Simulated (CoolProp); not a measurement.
Properties of hexamethyldisiloxane (MM) along the isobar 7.76 MPa.

Computed with CoolProp (reference Helmholtz-energy equation of state, Thol 2016).

```csv
T (K),phase,Z,cv (kJ/(kg K)),speed of sound (m/s),isothermal compressibility (1/MPa)
369.9,liquid,[?],1.719,726.6,0.003260
386.3,liquid,0.5748,[?],681.0,0.003792
402.6,liquid,0.5658,1.800,[?],0.004434
418.9,liquid,0.5587,1.840,594.3,[?]
435.2,liquid,0.5533,1.879,552.7,0.006200
451.5,liquid,0.5497,[?],[?],0.007423
467.9,liquid,0.5479,1.954,473.3,0.008978
484.2,liquid,0.5481,1.991,435.8,0.01095
500.5,liquid,0.5503,2.027,[?],0.01348
516.8,liquid,0.5548,2.062,366.0,0.01675
533.1,supercritical,0.5618,2.097,334.1,[?]
549.4,supercritical,0.5716,2.131,304.7,0.02646
```

Task: Complete the blanks.

Result: 
- 369.9, Z: 0.5856
- 386.3, cv (kJ/(kg K)): 1.760
- 402.6, speed of sound (m/s): 637.0
- 418.9, isothermal compressibility (1/MPa): 0.005223
- 451.5, cv (kJ/(kg K)): 1.917
- 451.5, speed of sound (m/s): 512.4
- 500.5, speed of sound (m/s): 400.0
- 533.1, isothermal compressibility (1/MPa): 0.02099
